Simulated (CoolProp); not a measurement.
A single-stage vapour-compression cycle with isobutene: evaporating at 259.15 K (dew point), condensing at 299.15 K (bubble point), superheat 0 K, subcooling 8 K, compressor efficiency 0.75, no pressure losses. Each further row changes one setting.

Values from CoolProp's reference Helmholtz-energy equation of state, Lemmon 2005. It is a short technical equation, of lower accuracy than the large ones.

```csv
case,cooling COP,pressure ratio,discharge temperature (K),refrigerating effect (kJ/kg),volumetric capacity (kJ/m³)
as stated,4.42,4.11,312.0,326,671
evaporating temperature 264.15 K,5.24,3.36,309.7,332,828
condensing temperature 294.15 K,5.16,3.53,306.1,337,695
subcooling 13 K,4.58,4.11,312.0,337,695
superheat 10 K,4.43,4.11,322.3,341,673
compressor efficiency 0.65,3.83,4.11,318.3,326,671
```
